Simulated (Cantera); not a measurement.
A diamond (100) surface in a fixed gas of H2 with x(CH4) = 0.0027, x(H) = 0.00032, x(CH3) = 2.6e-05, at 1125 K; coverages are run to steady state.

Cantera simulation using the Harris–Goodwin 1993 mechanism for the reconstructed diamond (100) surface; the numbers are that mechanism's predictions, not measurements.

θ: site fractions in the mechanism's names (c6HH fully hydrogenated, c6H* and c6*H radical sites, c6** diradical, c6HM methylated).

```
P (Pa)  growth (µm/h)  θ c6HH  θ c6H*  θ c6*H  θ c6**    θ c6HM
------  -------------  ------  ------  ------  ------  --------
1100           0.0109   0.533  0.0284   0.425  0.0121  0.000479
1800              ___   0.533  0.0284   0.425  0.0121       ___
2900           0.0456   0.533  0.0284   0.424  0.0121   0.00122
4700           0.0992   0.532  0.0283   0.424  0.0120   0.00191
7600            0.221   0.531  0.0283   0.423  0.0120   0.00293
12000           0.475   0.530  0.0282   0.422  0.0120   0.00428
20000            1.10   0.529  0.0281   0.421  0.0120   0.00628
33000             ___   0.527  0.0280   0.419  0.0119       ___
```

Question: What belongs in the gaps?

Answer: 
- 1800, growth (µm/h): 0.0220
- 1800, θ c6HM: 0.000774
- 33000, growth (µm/h): 2.44
- 33000, θ c6HM: 0.00868
